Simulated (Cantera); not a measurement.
## Low-pressure radical oxidation in H2/O2

An isothermal, constant-pressure homogeneous reactor starts with H₂ : O₂ = 0.04 : 1 (molar parts), equivalence ratio 0.020, at 1000 K and 2670 Pa.

Detailed kinetics in Cantera: the H2/O2 subset of GRI-Mech 3.0, which has no nitrogen chemistry. Radical loss at walls, strong at low pressure, is not modelled. The temperature is held fixed by assumption; the heat of reaction is taken as removed at once.

```csv
t (s),x H₂,x O₂,x H₂O,x O,x OH
0.000200,0.0385,0.962,9.95e-11,1.32e-10,8.00e-11
0.000632,0.0385,0.962,2.94e-9,2.17e-9,1.07e-9
0.00200,0.0385,0.962,3.36e-6,2.17e-6,1.05e-6
0.00632,0.00147,0.947,0.0343,0.0109,0.00158
0.0200,0.000114,0.959,0.0388,0.00198,0.000396
0.0632,1.22e-5,0.960,0.0391,0.000227,0.000125
0.200,1.23e-6,0.961,0.0392,2.60e-5,4.30e-5
0.632,1.39e-7,0.961,0.0392,3.80e-6,1.66e-5
2.00,2.12e-8,0.961,0.0392,7.37e-7,7.33e-6
6.32,4.42e-9,0.961,0.0392,1.76e-7,3.57e-6
20.0,1.11e-9,0.961,0.0392,4.72e-8,1.85e-6
63.2,3.10e-10,0.961,0.0392,1.36e-8,9.92e-7
200,9.33e-11,0.961,0.0392,4.17e-9,5.48e-7
```
x: mole fraction; the columns are a selection and need not sum to one.

Equilibrium at this temperature and pressure: H₂ 2.16e-11, O₂ 0.961, H₂O 0.0392, O 9.50e-10, OH 2.61e-7 (gas phase only).
